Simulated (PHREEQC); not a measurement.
Dissolve 0.3 mol/kgw NaHSO4, 0.25 mol/kgw K2HPO4 and 0.29 mol/kgw KCl at 20 °C. Closed to the air; pH follows from the charge balance.

Computed with PHREEQC (ion-association model, phreeqc.dat).

```
quantity                  before  after
------------------------  ------  -----
pH                          2.57  11.17
ionic strength (mol/kgw)    1.12   2.67
K+ (mol/kgw)               0.693  0.761
SI of Sylvite (KCl)        -2.01  -2.01
```

Problem. Which change was made?
A. KCl from 0.29 to 0.435 mol/kgw
B. K2HPO4 left out
C. NaHSO4 replaced by KHSO4 at the same molality
D. NaHSO4 from 0.3 to 0.03 mol/kgw
E. NaHSO4 replaced by Na3PO4 at the same molality

Solution. E, NaHSO4 replaced by Na3PO4 at the same molality

This is a speciation only: nothing precipitates in the calculation. The ionic strength passes 0.7 mol/kgw, the rough limit of the ion-association models, in every such run.
